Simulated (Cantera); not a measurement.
**Premixed flame**

A freely propagating, adiabatic, planar premixed flame of 12.3 % CH3OH, 18.4 % O2, 69.3 % N2, unburnt at 700 K and 10.0 bar; mixture-averaged transport, grid criteria slope 0.08 and curve 0.16, no radiation.

Detailed kinetics in Cantera: GRI-Mech 3.0 (53 species, 325 reactions). GRI-Mech 3.0 was tuned for natural gas; its chemistry of methanol as a main component is partial and can be far from experiment. Burning velocities carry a grid error of a few per cent, more on coarse grids.

```
z (mm)    T (K)  u (m/s)  x CH3OH     x O2     x NO    x CH2O   x C2H4    x CH2
--------  -----  -------  -------  -------  -------  --------  -------  -------
-0.117      700     1.07    0.123    0.184    <1e-8   1.13e-6    <1e-8    <1e-8
-0.0781     703     1.07    0.122    0.183    <1e-8   1.51e-5    <1e-8    <1e-8
-0.0586     714     1.09    0.121    0.181  1.02e-8   7.65e-5    <1e-8    <1e-8
-0.0391     769     1.19    0.117    0.175  6.21e-8  0.000526  1.60e-8    <1e-8
-0.0195    1063     1.70   0.0895    0.145  6.09e-7   0.00406  1.28e-7    <1e-8
-0.00976   1413     2.32   0.0499    0.110  2.06e-6   0.00914  3.10e-7  2.95e-8
0          1827     3.08  0.00576   0.0673  5.57e-6   0.00548  5.13e-7  4.08e-6
0.00976    2026     3.41  2.53e-5   0.0412  1.00e-5   9.55e-5  6.20e-8  9.92e-7
0.0195     2133     3.57  8.27e-8   0.0289  1.49e-5   7.66e-7    <1e-8  7.17e-8
0.0391     2257     3.74    <1e-8   0.0199  2.39e-5     <1e-8    <1e-8    <1e-8
0.0781     2364     3.89    <1e-8   0.0142  3.80e-5     <1e-8    <1e-8    <1e-8
0.156      2437     3.99    <1e-8   0.0104  5.93e-5     <1e-8    <1e-8    <1e-8
0.312      2473     4.04    <1e-8  0.00837  9.26e-5     <1e-8    <1e-8    <1e-8
```
x: mole fraction of selected species; z is measured from the peak of heat release.

The laminar burning velocity is 106 cm/s. The thermal thickness is 0.0391 mm and the peak x(CH2O) is 0.0102. The peak x(C2H4) is 5.22e-7, the peak x(CH2) is 4.55e-6 and the grid points comes out as 141.
